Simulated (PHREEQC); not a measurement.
Make-up at 80 °C: 2.2 mmol/kgw H3PO4, 21 mmol/kgw Na2SO4 and 0.39 mmol/kgw KCl. Closed to the air; pH follows from the charge balance.

Model: ion-association model, phreeqc.dat, run in PHREEQC.

| Item | Result |
|---|---|
| pH | 3.37 |
| ionic strength | 0.0585 mol/kgw |
| specific conductance | 10300 µS/cm |
| density | 0.974 g/cm³ |
| total alkalinity | -2.20 meq/kg |

```tsv
species	molality	activity	log γ
Na+	0.0401	0.0319	-0.099
SO4-2	0.0175	0.00707	-0.395
H2PO4-	0.00202	0.00162	-0.096
NaSO4-	0.00190	0.00152	-0.096
HSO4-	0.00152	0.00120	-0.101
H+	0.000511	0.000426	-0.080
```

This is a speciation only: nothing precipitates in the calculation. At this temperature some constants are extrapolated from 25 °C, and those without enthalpy data are left unchanged.
